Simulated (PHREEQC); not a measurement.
## Spent oxide etchant

Make-up at 33 °C: 0.25 mol NH4HF2, 0.017 mol H2SiF6 and 0.00014 mol H3BO3 per kg of water. Closed to the air; pH follows from the charge balance.

The numbers come from PHREEQC with the ion-association model, phreeqc.dat.

No solid was allowed to form.

### Question
What pH, density, ionic strength does the model give?

### Answer
pH 2.86; density 1.002 g/cm³; ionic strength 0.269 mol/kgw.

### Question
In which forms is F present?

### Answer
HF 31 %, HF2- 31 %, F- 21 %, SiF6-2 17 % of the F.

Complexes and solids missing from the database can't appear. SiF6-2 is the database's only silicon fluoride. Real BF4- forms and hydrolyses slowly; the run takes it at equilibrium.
